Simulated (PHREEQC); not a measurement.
# Hard or scaling water

Make-up at 10 °C: 0.034 mol/kgw MgCl2, 0.00061 mol/kgw Na2SO4 and 0.22 mol/kgw KCl. Closed to the air; pH follows from the charge balance.

All values are PHREEQC results (ion-association model, wateq4f.dat), not measurements.

No solid was allowed to form.

### Question
Estimate the activity of water.

### Answer
activity of water 0.991.

### Question
In which forms is S present?

### Answer
SO4-2 60 %, MgSO4 24 %, KSO4- 17 % of the S.

Species that the database lacks are ignored. At this temperature some constants are extrapolated from 25 °C, and those without enthalpy data are left unchanged.
